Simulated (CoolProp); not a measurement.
Vapour-liquid equilibrium of ethanol (1) + p-xylene (2) at 93.05 °C; x and y are mole fractions of (1).

Values from CoolProp's multi-fluid Helmholtz-energy mixture model, Schroeder 2014 and Zhou 2012; pair parameters Bell 2016.

```tsv
x	bubble pressure, mixture model (kPa)	bubble pressure, Raoult's law (kPa)	y, mixture model	y, Raoult's law
0.05	67.67	32.78	0.635	0.268
0.15	112.0	47.82	0.789	0.551
0.25	129.4	62.86	0.824	0.699
0.35	136.5	77.91	0.837	0.789
0.45	140.4	92.95	0.845	0.851
0.55	144.3	108.0	0.854	0.895
0.65	149.3	123.0	0.869	0.928
0.75	155.7	138.1	0.893	0.954
0.85	163.3	153.1	0.927	0.975
0.95	171.5	168.2	0.973	0.992
```

The largest gap from Raoult's law is +134.2 % in bubble pressure, at x = 0.15. No azeotrope shows between x = 0.05 and 0.95.

The pair parameters rest on a limited set of measurements; away from them the model extrapolates. With so large a gap from Raoult's law the liquid may split in two, which this calculation doesn't test in full.
